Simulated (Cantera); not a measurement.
What does this Cantera script print?

```python
import numpy as np
import cantera as ct

gas = ct.Solution("h2o2.yaml")
gas.TPX = 1048, 100000, {'H2': 1, 'O2': 1, 'N2': 1.9}
reactor = ct.IdealGasConstPressureReactor(gas, energy="off", clone=False)
net = ct.ReactorNet([reactor])
net.rtol, net.atol = 1e-08, 1e-18
show = ['H2', 'O2', 'HO2', 'H2O', 'OH', 'O']
times = np.geomspace(0.0001, 2, 11)

steps = ct.SolutionArray(gas, extra=["t"])
rows = []
print(f"{'t/s':>10s}{'T/K':>9s}{'P/Pa':>11s}" + "".join(f"{s:>11s}" for s in show))
for t in times:
    while net.time < t:
        t_next = net.step()
        steps.append(gas.state, t=t_next)
    rows.append([np.interp(t, steps.t, y) for y in (steps.T, steps.P, *steps(*show).X.T)])
    print(f"{t:10.3e}{rows[-1][0]:9.1f}{rows[-1][1]:11.4g}" + "".join(f"{x:11.3e}" for x in rows[-1][2:]))
rate = np.gradient(steps.T, steps.t)
print("integrator steps:", len(steps.t))
if steps.T.max() > steps.T[0] + 200:
    print(f"time of steepest temperature rise: {steps.t[rate.argmax()]:.4e} s")
gas.TPX = 1048, 100000, {'H2': 1, 'O2': 1, 'N2': 1.9}
gas.equilibrate("TP")
print(f"equilibrium (TP): T = {gas.T:.1f} K  " + "  ".join(f"{s} {gas[s].X[0]:.3e}" for s in show))
```

It prints:

```
       t/s      T/K       P/Pa         H2         O2        HO2        H2O         OH          O
 1.000e-04   1048.0      1e+05  2.207e-01  2.409e-01  1.895e-04  3.371e-02  1.227e-03  1.773e-03
 2.692e-04   1048.0      1e+05  4.985e-02  1.681e-01  2.272e-04  2.367e-01  1.281e-05  1.259e-05
 7.248e-04   1048.0      1e+05  4.884e-02  1.677e-01  1.263e-04  2.378e-01  1.857e-06  1.963e-06
 1.951e-03   1048.0      1e+05  4.626e-02  1.665e-01  1.441e-04  2.407e-01  2.892e-06  2.776e-06
 5.253e-03   1048.0      1e+05  3.764e-02  1.628e-01  1.461e-04  2.505e-01  3.719e-06  3.175e-06
 1.414e-02   1048.0      1e+05  2.138e-02  1.560e-01  1.133e-04  2.693e-01  3.331e-06  2.451e-06
 3.807e-02   1048.0      1e+05  6.434e-03  1.497e-01  5.756e-05  2.866e-01  2.334e-06  1.176e-06
 1.025e-01   1048.0      1e+05  1.127e-03  1.475e-01  1.642e-05  2.928e-01  1.012e-06  1.964e-07
 2.759e-01   1048.0      1e+05  2.131e-04  1.471e-01  4.016e-06  2.939e-01  3.406e-07  1.731e-08
 7.429e-01   1048.0      1e+05  4.270e-05  1.471e-01  1.019e-06  2.941e-01  1.399e-07  1.723e-09
 2.000e+00   1048.0      1e+05  5.095e-06  1.471e-01  1.781e-07  2.941e-01  8.519e-08  1.628e-10
integrator steps: 2027
equilibrium (TP): T = 1048.0 K  H2 2.645e-10  O2 1.471e-01  HO2 2.543e-09  H2O 2.941e-01  OH 4.429e-07  O 2.442e-10
```

Cantera simulation using the H2/O2 subset of GRI-Mech 3.0, which has no nitrogen chemistry; the numbers are that mechanism's predictions, not measurements. The temperature is held fixed by assumption; the heat of reaction is taken as removed at once.
